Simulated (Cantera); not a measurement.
Cantera run:

```python
import numpy as np
import cantera as ct

gas_names = [...]  # 117 gases of nasa_gas.yaml made of C, H, Na, O
cond_names = """
    C(gr) C6H6(L) C7H8(L) C8H18(L),n-octa H2O(s) H2O(L) Na(cr) Na(L) NaOH(a) NaOH(L) NaO2(s) Na2CO3(I)
    Na2CO3(II) Na2CO3(L) Na2O(c) Na2O(a) Na2O(L) Na2O2(a) Na2O2(b)
""".split()


# ... load() reads the species with a 1 bar reference pressure and builds the phases ...
atoms = {
    'Na2CO3': {'Na': 2, 'C': 1, 'O': 3},
    'H2O': {'H': 2, 'O': 1},
}
top_T = {'C(gr)': 4500, 'NaO2(s)': 800, 'Na2O2(b)': 940}  # K; cautious upper limits of use, not melting points


# ... equilibrate(T, P, feed) seeds the gas with the atoms and calls Mixture.equilibrate('TP', solver="vcs", rtol=1e-11, max_steps=5000) ...
results = []
feed = {'Na2CO3': 1, 'H2O': 0.41}  # mol
P = 220000  # Pa
for T in [1848, 1898, 1948, 1998, 2048, 2098, 2148, 2198]:
    mix = equilibrate(T, P, feed)
    results.append((T, P, feed, dict(zip(mix.species_names, mix.species_moles))))

top = {s: max(r[3][s] / sum(r[3][g] for g in gas_names) for r in results) for s in gas_names}
cols = sorted((s for s in top if top[s] > 0.001), key=lambda s: -top[s])[:9]
seen = [c for c in cond_names if any(r[3].get(c, 0) > 1e-12 for r in results)]
print("log10 of partial pressures in bar; condensed amounts in mol")
print(f"{'T/K':>10s}" + "".join(f"{s[:9]:>10s}" for s in cols + seen))
for T, P, feed, n in results:
    ng = sum(n[g] for g in gas_names)
    print(f"{T:10.4g}" + "".join(f"{np.log10(max(n[s] / ng * P / 1e5, 1e-99)):10.3f}" for s in cols)
          + "".join(f"{n.get(c, 0):10.4g}" for c in seen))
```

Result:

```
log10 of partial pressures in bar; condensed amounts in mol
       T/K       H2O      NaOH        Na       CO2        O2       NaO        CO      Na2O        OH Na2CO3(L)
      1848     0.087    -0.216    -1.494    -0.493    -2.063    -3.272    -2.937    -4.460    -2.841    0.9136
      1898    -0.004    -0.132    -1.283    -0.402    -1.862    -2.977    -2.740    -4.124    -2.715    0.8803
      1948    -0.124    -0.065    -1.080    -0.325    -1.667    -2.693    -2.565    -3.798    -2.612    0.8356
      1998    -0.283    -0.019    -0.883    -0.264    -1.476    -2.417    -2.412    -3.480    -2.534    0.7761
      2048    -0.493     0.001    -0.692    -0.219    -1.291    -2.149    -2.283    -3.165    -2.489     0.698
      2098    -0.771    -0.013    -0.504    -0.191    -1.110    -1.885    -2.176    -2.853    -2.484     0.594
      2148    -1.155    -0.080    -0.321    -0.178    -0.932    -1.627    -2.092    -2.544    -2.537    0.4368
      2198    -1.748    -0.251    -0.141    -0.180    -0.758    -1.374    -2.027    -2.237    -2.700   0.08282
```

Method: chemical equilibrium by Gibbs-energy minimisation in Cantera with the NASA 1993 tables (ideal gas, pure condensed phases).
